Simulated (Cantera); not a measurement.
Feed: 1 mol Fe, 10 mol CO2, 0.41 mol CO, 0.51 mol H2S, at 1202 °C and 65.0 mbar.

Equilibrium computed with Cantera from the NASA thermochemical tables; the gas is ideal and each condensed phase is pure. The tables' stoichiometric FeO is somewhat more stable than real wüstite, so its field is too wide. FeO: taken at fixed stoichiometry. Equilibrium is a limit: real reactors are often held back by kinetics, nucleation or transport.

```csv
species,before,after
CO,0.226,0.466
H2,0.00517,0.447
H2O,0.0393,0.0563
CO2,0.691,0.0236
SO2,0.0310,1.50e-6
S2O,9.58e-5,4.92e-8
SO,0.000706,2.06e-6
S2,0.00596,0.000185
H2S,0.000418,0.00636
H,3.66e-6,3.40e-5
COS,0.000604,0.000219
"FeO(s), mol",1.000,0
"Fe(γ), mol",0,0.497
"FeS(l), mol",0,0.503
```
Gas species are given as mole fractions.

Problem. What was changed between the two runs?
A) pressure from 65.0 mbar to 1.00 bar
B) temperature from 1202 °C to 1527 °C
C) CO2 from 10 to 0.08 mol
D) CO2 from 10 to 0.027 mol

Solution. C, CO2 from 10 to 0.08 mol. Metal and sulfide melt together well below either melting point, which pure phases cannot show. Mutual solubility and eutectic melting of coexisting phases are not modelled. FeS: taken at fixed stoichiometry
